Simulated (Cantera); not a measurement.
A closed system holds: 1 mol AlCl₃, a varied amount of H₂O, 31 mol N₂, at 825 K and 1.00 bar.

These are equilibrium values from Cantera (NASA tables, ideal gas, pure condensed phases), not measurements of a reactor. Candidate condensed phases: Al, AlCl₃, AlN, Al₂O₃, H₂O, NH₄Cl; 45 gas species. Condensed phases not in the tables: AlOCl. Rates play no part.

At 7.6 mol H₂O, list the 3 most abundant gas species with their mole fractions, and the condensed phases.

N₂ 0.773, H₂O 0.152, HCl 0.0748. Condensed: Al₂O₃(s).
